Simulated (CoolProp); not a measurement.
Saturation properties of dimethyl carbonate (Tc = 283.9 °C, pc = 4909 kPa, ω = 0.346).

The numbers come from the reference Helmholtz-energy equation of state, Zhou 2011 in CoolProp.

```json
[
 {"T (°C)": "18.15", "p (kPa)": "5.061", "liquid density (kg/m³)": "1072", "vapour density (kg/m³)": "0.1888", "enthalpy of vaporisation (kJ/kg)": "423.8", "liquid cp (kJ/(kg K))": "1.824"},
 {"T (°C)": "20.65", "p (kPa)": "5.789", "liquid density (kg/m³)": "1069", "vapour density (kg/m³)": "0.2142", "enthalpy of vaporisation (kJ/kg)": "422.1", "liquid cp (kJ/(kg K))": "1.827"},
 {"T (°C)": "23.15", "p (kPa)": "6.603", "liquid density (kg/m³)": "1066", "vapour density (kg/m³)": "0.2423", "enthalpy of vaporisation (kJ/kg)": "420.5", "liquid cp (kJ/(kg K))": "1.830"},
 {"T (°C)": "25.65", "p (kPa)": "7.511", "liquid density (kg/m³)": "1062", "vapour density (kg/m³)": "0.2734", "enthalpy of vaporisation (kJ/kg)": "418.8", "liquid cp (kJ/(kg K))": "1.833"},
 {"T (°C)": "28.15", "p (kPa)": "8.522", "liquid density (kg/m³)": "1059", "vapour density (kg/m³)": "0.3078", "enthalpy of vaporisation (kJ/kg)": "417.1", "liquid cp (kJ/(kg K))": "1.837"},
 {"T (°C)": "30.65", "p (kPa)": "9.646", "liquid density (kg/m³)": "1056", "vapour density (kg/m³)": "0.3457", "enthalpy of vaporisation (kJ/kg)": "415.5", "liquid cp (kJ/(kg K))": "1.840"},
 {"T (°C)": "33.15", "p (kPa)": "10.89", "liquid density (kg/m³)": "1052", "vapour density (kg/m³)": "0.3873", "enthalpy of vaporisation (kJ/kg)": "413.8", "liquid cp (kJ/(kg K))": "1.844"},
 {"T (°C)": "35.65", "p (kPa)": "12.27", "liquid density (kg/m³)": "1049", "vapour density (kg/m³)": "0.4329", "enthalpy of vaporisation (kJ/kg)": "412.2", "liquid cp (kJ/(kg K))": "1.848"},
 {"T (°C)": "38.15", "p (kPa)": "13.78", "liquid density (kg/m³)": "1046", "vapour density (kg/m³)": "0.4828", "enthalpy of vaporisation (kJ/kg)": "410.5", "liquid cp (kJ/(kg K))": "1.852"},
 {"T (°C)": "40.65", "p (kPa)": "15.46", "liquid density (kg/m³)": "1042", "vapour density (kg/m³)": "0.5374", "enthalpy of vaporisation (kJ/kg)": "408.9", "liquid cp (kJ/(kg K))": "1.856"},
 {"T (°C)": "43.25", "p (kPa)": "17.37", "liquid density (kg/m³)": "1039", "vapour density (kg/m³)": "0.5993", "enthalpy of vaporisation (kJ/kg)": "407.2", "liquid cp (kJ/(kg K))": "1.860"},
 {"T (°C)": "45.75", "p (kPa)": "19.39", "liquid density (kg/m³)": "1035", "vapour density (kg/m³)": "0.6642", "enthalpy of vaporisation (kJ/kg)": "405.5", "liquid cp (kJ/(kg K))": "1.864"},
 {"T (°C)": "48.25", "p (kPa)": "21.60", "liquid density (kg/m³)": "1032", "vapour density (kg/m³)": "0.7347", "enthalpy of vaporisation (kJ/kg)": "403.9", "liquid cp (kJ/(kg K))": "1.869"},
 {"T (°C)": "50.75", "p (kPa)": "24.01", "liquid density (kg/m³)": "1029", "vapour density (kg/m³)": "0.8112", "enthalpy of vaporisation (kJ/kg)": "402.2", "liquid cp (kJ/(kg K))": "1.873"},
 {"T (°C)": "53.25", "p (kPa)": "26.64", "liquid density (kg/m³)": "1025", "vapour density (kg/m³)": "0.8939", "enthalpy of vaporisation (kJ/kg)": "400.6", "liquid cp (kJ/(kg K))": "1.878"}
]
```

It boils at 90.1 °C under 1 atm.
